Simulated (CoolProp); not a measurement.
Methane at 293.15 K and 0.104 MPa is compressed adiabatically to 0.682 MPa with isentropic efficiency 0.85. Each further row changes one setting.

The numbers come from the reference Helmholtz-energy equation of state, Setzmann 1991 in CoolProp.

| case | work (kJ/kg) | final temperature (K) | final density (kg/m³) |
|---|---|---|---|
| as stated | 416 | 462.7 | 2.85 |
| efficiency 1 | 354 | 439.9 | 3.00 |
| efficiency 0.65 | 545 | 507.6 | 2.59 |
